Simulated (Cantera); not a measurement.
Input: 1 mol Si, 5.9 mol HBr, at 625 °C.

Equilibrium computed with Cantera from the NASA thermochemical tables; the gas is ideal and each condensed phase is pure. Candidate condensed phases: Br2, Si; 19 gas species. The tables' values for SiBr3 are old estimates; treat these amounts as uncertain. Kinetics and transport are ignored.

log p: log10 of the partial pressure in bar; nothing condenses.

| P (Pa) | log p H2 | log p HBr | log p SiBr4 | log p SiBr2 | log p SiBr3 | log p SiHBr3 | log p Br |
|---|---|---|---|---|---|---|---|
| 1 | -5.40 | -5.40 | -5.70 | -7.49 | -7.98 | [?] | -9.02 |
| 4.20 | -4.77 | -4.79 | -5.07 | -7.47 | -7.65 | [?] | -8.72 |
| 18 | -4.13 | -4.16 | -4.44 | -7.46 | -7.33 | [?] | -8.40 |
| 75 | -3.51 | -3.54 | -3.82 | -7.46 | -7.02 | [?] | -8.09 |
| 320 | -2.88 | -2.91 | -3.19 | -7.46 | -6.71 | [?] | -7.78 |
| 1300 | -2.28 | -2.30 | -2.58 | -7.46 | -6.40 | [?] | -7.47 |
| 5600 | -1.64 | -1.66 | -1.94 | -7.46 | -6.09 | [?] | -7.16 |
| 24000 | -1.01 | -1.03 | -1.31 | -7.46 | -5.77 | [?] | -6.84 |
| 100000 | -0.39 | -0.41 | -0.69 | -7.46 | -5.46 | [?] | -6.53 |

**Question.** Complete the blanks.

**Answer.** 
- 1, log p SiHBr3: -8.50
- 4.20, log p SiHBr3: -7.86
- 18, log p SiHBr3: -7.22
- 75, log p SiHBr3: -6.60
- 320, log p SiHBr3: -5.97
- 1300, log p SiHBr3: -5.36
- 5600, log p SiHBr3: -4.72
- 24000, log p SiHBr3: -4.09
- 100000, log p SiHBr3: -3.47
